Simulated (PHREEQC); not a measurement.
Solution (20 °C): 0.0013 mol/kgw HCl and 0.0013 mol/kgw CuSO4. Closed to the air; pH follows from the charge balance.

Computed with PHREEQC (ion-association model, phreeqc.dat).

Each row changes one thing in this solution. This is a speciation only: nothing precipitates in the calculation.

```csv
case,pH,ionic strength (mol/kgw),SO4-2 (mol/kgw),HSO4- (mol/kgw)
as made,2.95,0.00579,0.00108,8.45e-5
CuSO4 replaced by Li2SO4 at the same molality,2.95,0.00499,0.00120,9.44e-5
HCl from 0.0013 to 0.00195 mol/kgw,2.77,0.00639,0.00105,0.000122
CuSO4 from 0.0013 to 0.00065 mol/kgw,2.93,0.00364,0.000562,4.78e-5
diluted 5-fold with water,3.61,0.00126,0.000246,4.71e-6
CuSO4 replaced by Fe2(SO4)3 at the same molality,2.79,0.00871,0.00192,0.000205
```

Some of these states are supersaturated (in Hematite (slow to form), Goethite (slow to form), for instance).
